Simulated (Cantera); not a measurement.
Cantera run, input and output.

```python
import numpy as np
import cantera as ct

gas = ct.Solution("gri30.yaml")
gas.TPX = 623, 13332, {'CH4': 1, 'C2H6': 0.14, 'C3H8': 0.12, 'O2': 3.68, 'N2': 13.8}
flame = ct.FreeFlame(gas, width=0.16)
flame.set_refine_criteria(ratio=3, slope=0.08, curve=0.16)
flame.transport_model = "mixture-averaged"
flame.solve(loglevel=0, auto=True)
z, T = flame.grid, flame.T
thick = (T[-1] - T[0]) / np.gradient(T, z).max()
show = ['CH4', 'C2H6', 'C3H8', 'OH', 'O', 'H2']
print(f"laminar burning velocity  {flame.velocity[0] * 100:.3f} cm/s")
print(f"burnt temperature         {T[-1]:.1f} K")
print(f"thermal thickness         {thick * 1e3:.4f} mm")
print(f"grid points               {len(z)}")
z0 = z[flame.heat_release_rate.argmax()]
print(f"{'z/mm':>9s}{'T/K':>9s}{'u/(m/s)':>9s}" + "".join(f"{s:>11s}" for s in show))
rows = []
for k in (-3, -2, -1.5, -1, -0.5, -0.25, 0, 0.25, 0.5, 1, 2, 4, 8):
    zz = z0 + k * thick
    rows.append([k * thick, np.interp(zz, z, T), np.interp(zz, z, flame.velocity),
                 *(np.interp(zz, z, flame.X[gas.species_index(s)]) for s in show)])
    print(f"{rows[-1][0] * 1e3:9.3f}{rows[-1][1]:9.1f}{rows[-1][2]:9.3f}" + "".join(f"{x:11.3e}" for x in rows[-1][3:]))
```

It prints:

```
laminar burning velocity  184.645 cm/s
burnt temperature         2228.3 K
thermal thickness         1.9468 mm
grid points               156
     z/mm      T/K  u/(m/s)        CH4       C2H6       C3H8         OH          O         H2
   -5.840    623.0    1.847  5.333e-02  7.467e-03  6.400e-03  2.873e-11  6.252e-11  5.507e-04
   -3.894    623.5    1.851  5.323e-02  7.457e-03  6.392e-03  6.169e-09  3.672e-09  1.865e-03
   -2.920    626.3    1.863  5.301e-02  7.438e-03  6.377e-03  1.462e-07  3.357e-08  3.682e-03
   -1.947    652.0    1.949  5.179e-02  7.353e-03  6.289e-03  3.224e-06  3.675e-07  7.668e-03
   -0.973    902.5    2.741  4.180e-02  6.351e-03  4.746e-03  5.397e-05  1.406e-05  1.567e-02
   -0.487   1248.1    3.852  2.634e-02  3.158e-03  1.696e-03  5.188e-04  1.631e-04  2.010e-02
    0.000   1610.4    5.036  8.508e-03  2.756e-04  7.276e-05  2.919e-03  1.438e-03  2.056e-02
    0.487   1771.2    5.561  1.111e-03  2.305e-06  1.661e-07  6.866e-03  5.105e-03  1.585e-02
    0.973   1806.5    5.666  7.788e-05  4.321e-09  5.838e-11  9.109e-03  8.000e-03  1.239e-02
    1.947   1829.9    5.715  3.404e-07  7.940e-14  1.300e-16  1.033e-02  9.531e-03  1.142e-02
    3.894   1857.7    5.777  5.301e-11  5.180e-20  9.205e-24  1.084e-02  9.673e-03  1.181e-02
    7.787   1894.3    5.873  3.555e-15  4.112e-25  3.639e-30  1.103e-02  9.025e-03  1.143e-02
   15.574   1948.1    6.016  2.160e-18  2.074e-30  6.389e-40  1.104e-02  7.779e-03  1.033e-02
```

Detailed kinetics in Cantera: GRI-Mech 3.0 (53 species, 325 reactions). Burning velocities carry a grid error of a few per cent, more on coarse grids.
